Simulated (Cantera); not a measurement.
Source: NASA polynomial tables (part measured, part estimated), evaluated in Cantera. Values are per mole of reaction as written; species without (g) are pure solids or liquids, kept so even where they would boil at 1 bar.

Nb + O₂(g) → NbO₂

```
T (K)  ΔH° (kJ)  ΔS° (J/K)  ΔG° (kJ)  log10 K
-----  --------  ---------  --------  -------
1123     -777.9     -165.4    -592.2    27.54
1148     -777.2     -164.8    -588.1    26.76
1173          ?          ?         ?        ?
1198     -775.8     -163.5    -579.8    25.28
1223     -775.3     -163.1    -575.8    24.59
1248          ?          ?         ?        ?
1273     -774.4     -162.4    -567.6    23.29
1298     -773.9     -162.1    -563.6    22.68
1323     -773.5     -161.7    -559.5    22.09
1348     -773.0     -161.4    -555.5    21.52
1373     -772.6     -161.1    -551.5    20.98
```

Problem. Complete the blanks.

Solution. 
- 1173, ΔH° (kJ): -776.5
- 1173, ΔS° (J/K): -164.2
- 1173, ΔG° (kJ): -583.9
- 1173, log10 K: 26.00
- 1248, ΔH° (kJ): -774.8
- 1248, ΔS° (J/K): -162.8
- 1248, ΔG° (kJ): -571.7
- 1248, log10 K: 23.93
